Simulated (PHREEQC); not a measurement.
A made-up water analysis in mg/kgw, 25 °C, pH 5.64, pe 11.7:

```json
[
 {"constituent": "Na", "mg/kgw": "0.00823"},
 {"constituent": "K", "mg/kgw": "0.0244"},
 {"constituent": "Ca", "mg/kgw": "0.0765"},
 {"constituent": "Mg", "mg/kgw": "0.00376"},
 {"constituent": "Cl", "mg/kgw": "0.0378"},
 {"constituent": "S(6) as SO4", "mg/kgw": "0.0451"},
 {"constituent": "Alkalinity as HCO3", "mg/kgw": "0.182"},
 {"constituent": "Br", "mg/kgw": "0.00438"},
 {"constituent": "Sr", "mg/kgw": "0.00122"}
]
```

Valence states are taken as typed.

Computed with PHREEQC (ion-association model, phreeqc.dat).

This is a speciation only: nothing precipitates in the calculation.

Problem. What ionic strength does the model give?

Solution. ionic strength 9.94e-6 mol/kgw.

Problem. In which forms is C present?

Solution. CO2 84 %, HCO3- 16 % of the C.

Complexes and solids missing from the database can't appear.
